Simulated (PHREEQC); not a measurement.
0.032 g of hydrous ferric oxide (600 m²/g; 0.2 weak and 0.005 strong sites per Fe, Dzombak-Morel constants, diffuse double layer) in 1 kg of water with 0.01 mol/kgw of an inert sodium salt and 0.00032 mmol/kgw Na2SeO4, at 25 °C; the pH is set by adding NaOH or the inert anion's acid. O2 is buffered at 0.21 atm. The system is closed to CO2. No solid was allowed to form.

Base run: PHREEQC, ion-association model, wateq4f.dat. Each further column changes one thing. The table gives Se sorbed (%).

```tsv
pH	base	background salt from 0.01 to 0.001 mol/kgw	oxide from 0.032 to 0.16 g/kgw	2.7e-05 mol/kgw NaH2PO4 added
3	99.9	100.0	100.0	97.3
4	99.7	100.0	99.9	85.9
4.5	99.1	99.9	99.8	…
5.5	87.3	96.1	97.3	5.9
6.5	16.8	…	50.4	0.1
7.5	0.3	…	1.7	0.0
8	0.0	0.1	…	0.0
9	0.0	0.0	0.0	0.0
```

Q: Fill in the missing entries.

A: 
- 4.5, 2.7e-05 mol/kgw NaH2PO4 added: 63.0
- 6.5, background salt from 0.01 to 0.001 mol/kgw: 29.1
- 7.5, background salt from 0.01 to 0.001 mol/kgw: 0.5
- 8, oxide from 0.032 to 0.16 g/kgw: 0.2

The oxide is taken as insoluble; below pH 4 it would dissolve. H3PO4, which wateq4f.dat lacks, is added to it with the constant of phreeqc.dat.
